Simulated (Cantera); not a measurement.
## Adiabatic ignition

An adiabatic, constant-volume homogeneous reactor starts with 17.6 % H2, 17.3 % O2, 65.1 % N2, equivalence ratio 0.51, at 1500 K and 1.01 bar.

Computed with Cantera and GRI-Mech 3.0 (53 species, 325 reactions).

```
t (s)     T (K)  P (bar)     x H2    x O2      x NO     x H2O      x O
--------  -----  -------  -------  ------  --------  --------  -------
2.00e-6    1500     1.01    0.176   0.173    <1e-12   7.23e-7  2.12e-7
6.29e-6    1500     1.01    0.176   0.173    <1e-12  0.000107  2.12e-5
1.98e-5    1925     1.27   0.0218  0.0860   1.92e-5     0.126   0.0339
6.23e-5    2568     1.63   0.0114  0.0838  0.000221     0.158   0.0147
0.000196   2719     1.70  0.00709  0.0845   0.00148     0.169  0.00879
0.000617   2714     1.70  0.00702  0.0829   0.00513     0.169  0.00852
0.00194    2704     1.69  0.00691  0.0796    0.0125     0.170  0.00801
0.00612    2696     1.69  0.00682  0.0773    0.0177     0.170  0.00766
0.0192     2696     1.69  0.00682  0.0771    0.0180     0.170  0.00763
0.0606     2696     1.69  0.00682  0.0771    0.0180     0.170  0.00763
0.191      2696     1.69  0.00682  0.0771    0.0180     0.170  0.00763
0.600      2696     1.69  0.00682  0.0771    0.0180     0.170  0.00763
```
x: mole fraction; the columns are a selection and need not sum to one.

The time of steepest temperature rise is 13.9 µs. The temperature at 0.600 s comes out as 2696 K, the equilibrium temperature is 2696 K and the x(H2) at 0.600 s is 0.00682 (gas-phase equilibrium 0.00682). The x(O2) at 0.600 s comes out as 0.0771 (gas-phase equilibrium 0.0771) and the x(NO) at 0.600 s comes out as 0.0180 (gas-phase equilibrium 0.0180).
